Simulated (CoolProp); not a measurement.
Vapour-liquid equilibrium of toluene (1) + n-octane (2) at 0.00552 MPa; x and y are mole fractions of (1).

The numbers come from the multi-fluid Helmholtz-energy mixture model, Lemmon 2006 and Beckmüller 2019; pair parameters Bell 2016 in CoolProp.

| x | bubble temperature (°C) | y at the bubble point | dew temperature at overall composition x (°C) | liquid density (mol/L) |
|---|---|---|---|---|
| 0.05 | 44.2 | (withheld) | 45.2 | 6.086 |
| 0.15 | 41.5 | 0.307 | 43.8 | 6.335 |
| 0.25 | 39.3 | (withheld) | 42.3 | 6.598 |
| 0.35 | 37.7 | 0.545 | 40.8 | 6.876 |
| 0.45 | (withheld) | 0.627 | 39.2 | 7.173 |
| 0.55 | 35.3 | 0.698 | 37.6 | 7.491 |
| 0.65 | 34.4 | 0.762 | 36.0 | 7.834 |
| 0.75 | 33.7 | 0.824 | 34.6 | 8.205 |
| 0.85 | 33.1 | 0.889 | 33.4 | 8.608 |
| 0.95 | 32.6 | 0.960 | 32.7 | 9.047 |

Question: Fill in the missing entries.

Answer: 
- 0.05, y at the bubble point: 0.121
- 0.25, y at the bubble point: 0.442
- 0.45, bubble temperature (°C): 36.4

No azeotrope shows between x = 0.05 and 0.95.

The pair parameters rest on a limited set of measurements; away from them the model extrapolates.
